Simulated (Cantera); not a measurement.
Feed: 1 mol SiH₄, 0.21 mol NH₃, equilibrated at 3.30 mbar.

Equilibrium computed with Cantera from the NASA thermochemical tables; the gas is ideal and each condensed phase is pure. Candidate condensed phases: Si, Si₃N₄; 18 gas species. Mutual solubility and eutectic melting of coexisting phases are not modelled. Gases not in the tables: Si₂H₆ and higher silanes. The numbers say what is thermodynamically allowed, not how fast it happens.

**Question.** Which condensed phases are stable at each of these points (T (K)): 1448, 1523, 1598, 1673, 1748, 1823, 1898, 1973?

**Answer.** 
```csv
T (K),condensed phases,Si condensed (%)
1448,Si(s) + Si₃N₄(s),100.0
1523,Si(s) + Si₃N₄(s),100.0
1598,Si(s),100.0
1673,Si(s),100.0
1748,Si(l),99.9
1823,Si(l),99.6
1898,Si(l),99.0
1973,Si(l),97.4
```

From 1448 K to 1523 K the condensed part is Si(s) + Si₃N₄(s). From 1598 K to 1673 K the condensed part is Si(s). From 1748 K to 1973 K the condensed part is Si(l).
